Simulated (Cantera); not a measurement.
CCl₄ + Si (fluorocarbon and chlorocarbon gases)

Input: 1 mol CCl₄, 0.0098 mol Si, equilibrated at 1.50e-5 bar.

Cantera equilibrium calculation (NASA polynomials, part measured and part estimated; ideal gas, pure solids and liquids). Candidate condensed phases: C, Si, SiC; 24 gas species. The tables' values for SiCl₃, SiCl are old estimates; treat these amounts as uncertain. Equilibrium is a limit: real reactors are often held back by kinetics, nucleation or transport.

From 1450 K to 2450 K the condensed part is C(graphite). The main Si-bearing gas is SiCl₄ at 1450 K and Si at 2450 K.

```csv
T (K),x Cl,x C₃,x Cl₂,x C,x SiCl₂,n C(graphite)
1450,0.989,<1e-12,0.00862,<1e-12,1.45e-5,1.00
1550,0.995,1.04e-12,0.00227,7.36e-12,0.000461,1.00
1650,0.997,5.09e-11,0.000694,2.15e-10,0.00186,1.00
1750,0.997,1.58e-9,0.000242,4.28e-9,0.00232,1.00
1850,0.997,3.38e-8,9.46e-5,6.16e-8,0.00241,1.000
1950,0.998,5.22e-7,4.06e-5,6.72e-7,0.00232,1.000
2050,0.998,6.14e-6,1.89e-5,5.80e-6,0.00159,1.000
2150,0.997,5.71e-5,9.42e-6,4.10e-5,0.000381,0.998
2250,0.997,0.000433,4.99e-6,0.000243,5.02e-5,0.992
2350,0.993,0.00275,2.77e-6,0.00124,6.69e-6,0.957
2450,0.976,0.0150,1.57e-6,0.00550,9.70e-7,0.778
```
x: gas mole fraction; n: condensed amount in mol.
